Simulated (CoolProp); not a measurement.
Vapour-liquid equilibrium of CH2F2 (R32) (1) + R143a (2) at 0.149 MPa; x and y are mole fractions of (1).

The numbers come from the multi-fluid Helmholtz-energy mixture model, Tillner-Roth 1997 and Lemmon and Jacobsen 2000; pair parameters Bell 2016 in CoolProp.

### Question
Give the bubble temperature and the first vapour's composition at x = 0.05, 0.65, 0.95. Is there an azeotrope?

### Answer
x = 0.05: 233.5 K, y = 0.082; x = 0.65: 228.9 K, y = 0.674; x = 0.95: 229.1 K, y = 0.941. y crosses x between x = 0.65 and 0.8: the model has an azeotrope there.

The pair parameters rest on a limited set of measurements; away from them the model extrapolates.
